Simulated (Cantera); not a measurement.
A perfectly stirred reactor is fed with CH₄ : CO : O₂ : N₂ : H₂O = 1 : 0.059 : 1.84 : 6.94 : 0.3 (molar parts), equivalence ratio 1.1, at 1.00 atm; it is adiabatic with a 725 K inlet, and is followed from long to short residence time, starting on the burning branch (τ in s: 0.36, 0.12, 0.042, 0.014, 0.0048, 0.0016, 0.00056, 0.00019, 6.5e-05, 2.2e-05, 7.5e-06).

Computed with Cantera and GRI-Mech 3.0 (53 species, 325 reactions).

Task: Predict: blow-out, bracketed by the residence times tried; x(CH₄) at τ = 0.360 s; x(CO) at τ = 0.360 s; x(O₂) at τ = 0.360 s; x(NO₂) at τ = 0.360 s; x(O) at τ = 0.360 s; x(CH₄) at τ = 1.60 ms; x(CO) at τ = 1.60 ms; x(O₂) at τ = 1.60 ms; x(NO₂) at τ = 1.60 ms; x(O) at τ = 1.60 ms.

Result: 
```
Quantity                                                                       Value
------------------------------------------------  ----------------------------------
blow-out, bracketed by the residence times tried  burning at 65.0 µs, out at 22.0 µs
x(CH₄) at τ = 0.360 s                                                        6.42e-7
x(CO) at τ = 0.360 s                                                          0.0305
x(O₂) at τ = 0.360 s                                                         0.00252
x(NO₂) at τ = 0.360 s                                                        1.90e-7
x(O) at τ = 0.360 s                                                         0.000438
x(CH₄) at τ = 1.60 ms                                                        5.47e-5
x(CO) at τ = 1.60 ms                                                          0.0371
x(O₂) at τ = 1.60 ms                                                         0.00867
x(NO₂) at τ = 1.60 ms                                                        3.93e-8
x(O) at τ = 1.60 ms                                                          0.00189
```
